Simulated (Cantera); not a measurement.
Feed: 1 mol SiF₄, 0.96 mol C₃H₈, 670 mol H₂, equilibrated at 0.133 bar.

Method: chemical equilibrium by Gibbs-energy minimisation in Cantera with the NASA 1993 tables (ideal gas, pure condensed phases). Candidate condensed phases: C, C₆H₆, C₇H₈, C₈H₁₈, Si, SiC; 113 gas species. Kinetics and transport are ignored. All values below are at 827 °C.

Base state: H₂ 0.994, CH₄ 0.00427, SiF₄ 0.00138, HF 0.000158, SiHF₃ 8.28e-5 (mole fractions); condensed: SiC(s).

### Question
What changes in the equilibrium state with this change: pressure from 0.133 bar to 14.0 mbar?

### Answer
| species | before | after |
|---|---|---|
| H₂ | 0.994 | 0.998 |
| SiF₄ | 0.00138 | 0.00137 |
| CH₄ | 0.00427 | 0.000500 |
| HF | 0.000158 | 0.000286 |
| SiHF₃ | 8.28e-5 | 4.57e-5 |
| SiC(s), mol | 0.0110 | 0.0387 |
| C(graphite), mol | 0 | 2.50 |
